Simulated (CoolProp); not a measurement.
C3F8 (R218) at several states: Z from the reference equation and from simpler models built on Tc = 345.0 K, pc = 26.40 bar, ω = 0.317; each cubic takes its own stable root.

The numbers come from the reference Helmholtz-energy equation of state, Lemmon 2006 in CoolProp. It is a short technical equation, of lower accuracy than the large ones.

```json
[
 {"T (K)": "180.1", "p (bar)": "0.172", "phase": "liquid", "reference": "0.001189", "Redlich-Kwong": "0.001300", "Soave-Redlich-Kwong": "0.001261", "Peng-Robinson": "0.001121"},
 {"T (K)": "216.5", "p (bar)": "1.42", "phase": "liquid", "reference": "0.008791", "Redlich-Kwong": "0.009660", "Soave-Redlich-Kwong": "0.009261", "Peng-Robinson": "0.008202"},
 {"T (K)": "421.9", "p (bar)": "1.95", "phase": "gas", "reference": "0.9883", "Redlich-Kwong": "0.9861", "Soave-Redlich-Kwong": "0.9882", "Peng-Robinson": "0.9859"},
 {"T (K)": "156.7", "p (bar)": "1.09", "phase": "liquid", "reference": "0.008287", "Redlich-Kwong": "0.009089", "Soave-Redlich-Kwong": "0.008883", "Peng-Robinson": "0.007911"}
]
```
